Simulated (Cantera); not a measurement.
# Equilibrium for silicon epitaxy and polysilicon growth: SiH₂Cl₂ + N₂ + HCl

Input: 1 mol SiH₂Cl₂, 4.8 mol N₂, 0.32 mol HCl, equilibrated at 27000 Pa.

Equilibrium computed with Cantera from the NASA thermochemical tables; the gas is ideal and each condensed phase is pure. Candidate condensed phases: NH₄Cl, Si, Si₃N₄; 28 gas species. N₂ is the only nitrogen source here; it is nearly inert below about 1500 K, so the nitride shown seldom forms there in practice. The tables' values for SiCl₃ are old estimates; treat these amounts as uncertain. Rates play no part.

From 577 °C to 1177 °C the condensed part is Si₃N₄(s). The main Si-bearing gas is SiCl₄ throughout. The share of Si in condensed phases is highest at 1027 °C (75.4 %) and lowest at 577 °C (69.3 %).

```
T (°C)   x N₂  x HCl    x H₂  x SiCl₄  n Si₃N₄(s)
------  -----  -----  ------  -------  ----------
577     0.683  0.172  0.0967   0.0483       0.231
652     0.681  0.182  0.0915   0.0457       0.236
727     0.679  0.190  0.0871   0.0435       0.241
802     0.677  0.197  0.0835   0.0416       0.245
877     0.676  0.203  0.0804   0.0399       0.248
952     0.675  0.208  0.0778   0.0382       0.250
1027    0.674  0.212  0.0756   0.0363       0.251
1102    0.673  0.214  0.0740   0.0338       0.251
1177    0.672  0.214  0.0733   0.0299       0.247
```
x: gas mole fraction; n: condensed amount in mol.
